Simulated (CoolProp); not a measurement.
Saturation properties of nitrous oxide.

Computed with CoolProp (reference Helmholtz-energy equation of state, Lemmon 2006). It is a short technical equation, of lower accuracy than the large ones.

| T (K) | p (kPa) | vapour density (kg/m³) | enthalpy of vaporisation (kJ/kg) | liquid cp (kJ/(kg K)) | surface tension (mN/m) |
|---|---|---|---|---|---|
| 235.1 | 1005 | 26.05 | 308.0 | 1.854 | 12.7 |
| 239.5 | 1168 | 30.21 | 300.8 | 1.880 | 11.8 |
| 243.9 | 1350 | 34.89 | 293.4 | 1.909 | 10.9 |
| 248.2 | 1546 | 40.03 | 285.8 | 1.941 | 10.1 |
| 252.6 | 1768 | 45.94 | 277.6 | 1.979 | 9.23 |
| 257 | 2012 | 52.58 | 269.0 | 2.024 | 8.37 |
| 261.4 | 2280 | 60.06 | 259.9 | 2.076 | 7.54 |
| 265.8 | 2573 | 68.49 | 250.2 | 2.138 | 6.72 |
| 270.2 | 2892 | 78.04 | 240.0 | 2.213 | 5.91 |

It boils at 184.7 K under 1 atm.

Surface tension comes from a separate correlation (Mulero 2012).
